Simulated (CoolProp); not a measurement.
Vapour-liquid equilibrium of carbon dioxide (1) + R123 (2) at -10.85 °C; x and y are mole fractions of (1).

Computed with CoolProp (multi-fluid Helmholtz-energy mixture model, Span 1996 and Younglove 1994; pair parameters Bell 2016).

**Question.** Give the bubble pressure and the first vapour's composition at x = 0.05, 0.5, 0.95. Is there an azeotrope?

**Answer.** x = 0.05: 111.6 kPa, y = 0.829; x = 0.5: 1010 kPa, y = 0.986; x = 0.95: 2408 kPa, y = 0.999. No azeotrope shows between x = 0.05 and 0.95.

The pair parameters rest on a limited set of measurements; away from them the model extrapolates.
